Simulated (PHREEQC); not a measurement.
A solution holds 0.00015 mol HNO3, 0.00023 mol FeCl3 and 0.00019 mol MnSO4 per kg of water, at 20 °C. Closed to the air; pH follows from the charge balance.

Model: ion-association model, wateq4f.dat, run in PHREEQC.

Precipitation was switched off in this run.

Task: Order these S species by the share of S that they hold, largest first: SO4-2, HSO4-, FeSO4+, MnSO4.

Result: SO4-2 (89 %), FeSO4+ (6.8 %), HSO4- (2.7 %), MnSO4 (1.9 %)

The pH is 3.39 and the ionic strength 0.00171 mol/kgw. Examples of supersaturated solids here: Fe(OH)3(a), Hematite (slow to form). Others may be too.
